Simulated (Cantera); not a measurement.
Charge: 1 mol n-butane, 0.027 mol H2O, equilibrated at 1.33 mbar.

Equilibrium computed with Cantera from the NASA thermochemical tables; the gas is ideal and each condensed phase is pure. Candidate condensed phases: C, C6H6, C7H8, C8H18, H2O; 110 gas species. The numbers say what is thermodynamically allowed, not how fast it happens.

x: gas mole fraction; n: condensed amount in mol.

| T (K) | x H2 | x CH4 | x H | x H2O | x CO | x C2H2 (acetylene) | x CO2 | n C(graphite) |
|---|---|---|---|---|---|---|---|---|
| 525 | 0.567 | 0.425 | <1e-12 | 0.00762 | 1.05e-5 | <1e-12 | 1.23e-5 | 2.50 |
| 675 | 0.976 | 0.0185 | <1e-12 | 0.00301 | 0.00228 | <1e-12 | 8.43e-5 | 3.90 |
| 825 | 0.993 | 0.00119 | 2.17e-10 | 8.79e-5 | 0.00526 | 3.60e-12 | 1.66e-6 | 3.97 |
| 975 | 0.994 | 0.000166 | 3.12e-8 | 4.25e-6 | 0.00534 | 5.67e-10 | 3.65e-8 | 3.97 |
| 1125 | 0.995 | 3.81e-5 | 1.21e-6 | 4.56e-7 | 0.00534 | 2.28e-8 | 2.22e-9 | 3.97 |
| 1275 | 0.995 | (withheld) | (withheld) | (withheld) | 0.00534 | (withheld) | (withheld) | 3.97 |
| 1425 | 0.994 | 4.97e-6 | 0.000186 | 2.15e-8 | 0.00534 | 3.51e-6 | 5.08e-11 | 3.97 |
| 1575 | 0.994 | (withheld) | (withheld) | (withheld) | 0.00534 | (withheld) | (withheld) | 3.97 |
| 1725 | 0.990 | 1.30e-6 | 0.00506 | 2.96e-9 | 0.00533 | 9.12e-5 | 4.52e-12 | 3.97 |
| 1875 | 0.977 | 7.71e-7 | 0.0177 | 1.38e-9 | 0.00529 | 0.000309 | 1.81e-12 | 3.97 |
| 2025 | 0.943 | 4.71e-7 | 0.0512 | 6.95e-10 | 0.00521 | 0.000853 | <1e-12 | 3.96 |
| 2175 | 0.868 | 2.79e-7 | 0.125 | 3.59e-10 | 0.00501 | 0.00194 | <1e-12 | 3.95 |
| 2325 | 0.734 | 1.46e-7 | 0.258 | 1.77e-10 | 0.00465 | 0.00359 | <1e-12 | 3.93 |

Problem. Some entries are withheld; supply them.

Solution. 
- 1275, x CH4: 1.22e-5
- 1275, x H: 2.01e-5
- 1275, x H2O: 8.26e-8
- 1275, x C2H2 (acetylene): 3.82e-7
- 1275, x CO2: 2.67e-10
- 1575, x CH4: 2.39e-6
- 1575, x H: 0.00113
- 1575, x H2O: 7.26e-9
- 1575, x C2H2 (acetylene): 2.10e-5
- 1575, x CO2: 1.34e-11
